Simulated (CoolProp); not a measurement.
The numbers come from the reference Helmholtz-energy equation of state, Lemmon 2016 in CoolProp.

Task: Give the vapour pressure (kPa), vapour density (kg/m³), surface tension (mN/m), vapour viscosity (µPa s) of saturated R227EA at -6.15, 16.35, 18.35 °C.

Result: 
| T (°C) | p (kPa) | vapour density (kg/m³) | surface tension (mN/m) | vapour viscosity (µPa s) |
|---|---|---|---|---|
| -6.15 | 154 | 12.6 | 10.7 | 10.2 |
| 16.35 | 346 | 27.6 | 8.04 | 11.1 |
| 18.35 | 369 | 29.4 | 7.80 | 11.2 |

Viscosity comes from a separate model (Huber 2003), an estimate that may be off by 10 % or more. Surface tension comes from a separate correlation (Mulero 2012).
